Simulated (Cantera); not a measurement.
A freely propagating, adiabatic, planar premixed flame of H2 : O2 : N2 = 1 : 0.98 : 3.53 (molar parts), unburnt at 475 K and 0.133 bar; multicomponent+Soret transport, grid criteria slope 0.08 and curve 0.16, no radiation.

Detailed kinetics in Cantera: the H2/O2 subset of GRI-Mech 3.0, which has no nitrogen chemistry. Burning velocities carry a grid error of a few per cent, more on coarse grids. Lean hydrogen flames are cellular in practice and burn faster than this planar one.

Question: Predict: laminar burning velocity; thermal thickness; peak x(O); peak x(H2O2); peak x(OH); peak x(H).

Answer: 
```json
{
 "laminar_burning_velocity": "206 cm/s",
 "thermal_thickness": "5.20 mm",
 "peak x(O)": "0.0124",
 "peak x(H2O2)": "8.42e-6",
 "peak x(OH)": "0.00842",
 "peak x(H)": "0.0262"
}
```
